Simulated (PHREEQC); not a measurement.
Solution (25 °C): 0.016 mol/kgw Na2S, 0.077 mol/kgw HCl and 0.00081 mol/kgw FeCl2. Closed to the air; pH follows from the charge balance.

Model: ion-association model, phreeqc.dat, run in PHREEQC.

Each row changes one thing in this solution. This is a speciation only: nothing precipitates in the calculation.

```tsv
case	pH	Fe+2 (mol/kgw)	FeCl+ (mol/kgw)	HS- (mol/kgw)	Fe(HS)2 (mol/kgw)	SI of Halite (NaCl)
as made	1.43	0.000775	3.54e-5	6.37e-8	7.12e-10	-4.37
temperature from 25 to 45 °C	1.43	0.000776	3.44e-5	1.06e-7	1.88e-9	-4.40
0.0032 mol/kgw CaCl2 added	1.43	0.000773	3.69e-5	6.49e-8	6.98e-10	-4.35
HCl from 0.077 to 0.115 mol/kgw	1.17	0.000764	4.60e-5	___	1.94e-10	___
diluted 5-fold with water	2.09	0.000160	2.15e-6	5.17e-8	1.83e-10	-5.68
diluted 100-fold with water	___	___	7.75e-9	4.33e-8	1.12e-11	___
temperature from 25 to 55 °C	1.43	0.000776	3.39e-5	1.27e-7	2.64e-9	-4.41
```

Question: Some entries are withheld; supply them.

Answer: 
- HCl from 0.077 to 0.115 mol/kgw, HS- (mol/kgw): 3.69e-8
- HCl from 0.077 to 0.115 mol/kgw, SI of Halite (NaCl): -4.23
- diluted 100-fold with water, pH: 3.36
- diluted 100-fold with water, Fe+2 (mol/kgw): 8.09e-6
- diluted 100-fold with water, SI of Halite (NaCl): -8.20

Constants without temperature data keep their 25 °C values here.
